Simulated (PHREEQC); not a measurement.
A column of 0.1 m (40 cells, dispersivity 0.008 m, 3600 s a shift, diffusion coefficient 3e-10 m²/s) holds 0.002 eq of the database's cation exchanger X per kg of pore water, first in equilibrium with 47 mmol/kgw NH4Cl, 1.5 mmol/kgw BaCl2, 19 mmol/kgw MgCl2 and 0.01 mmol/kgw HCl. It is flushed with 0.0024 mol MgCl2 and 1e-05 mol HCl per kg of water, at 40 °C. Values are for the last cell. The system is closed to CO2. No solid was allowed to form.

Base run: PHREEQC, ion-association model, phreeqc.dat. Each further column changes one thing. The table gives NH4 in solution (mol/kgw).

```csv
pore volumes,base,exchange capacity from 0.002 to 0.001 eq/kgw,dispersivity from 0.008 to 0.016 m
0,0.0470,0.0470,0.0470
0.4125,0.0463,0.0462,0.0439
0.8125,0.0301,0.0299,0.0267
1.113,0.0157,0.0154,0.0157
1.512,0.00550,0.00522,0.00731
1.913,0.00177,0.00161,0.00334
2.212,0.000740,0.000645,0.00185
2.612,0.000225,0.000186,0.000845
3.013,6.75e-5,5.30e-5,0.000386
```

Away from 25 °C the constants follow the database's enthalpies or fits; those with neither stay at their 25 °C values.
